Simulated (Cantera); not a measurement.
## Ignition delay

Mixture: 20.8 % CO, 13.1 % H2, 15.4 % O2, 50.7 % N2, at 4.93 atm, adiabatic and at constant pressure. Ignition delay is the time to a rise of 400 K.

Detailed kinetics in Cantera: GRI-Mech 3.0 (53 species, 325 reactions). The hydrogen kinetics of GRI-Mech 3.0 are dated; newer H2 mechanisms differ, most at raised pressure. Where the delays flatten at high temperature, the 400 K rule measures the pace of heat release, not the induction time.

```
T0 (K)  delay (ms)
------  ----------
1273       0.00971
1323       0.00728
1373       0.00579
1423       0.00479
1473       0.00408
1523       0.00357
1573       0.00319
1623       0.00291
1673       0.00269
1723       0.00253
```
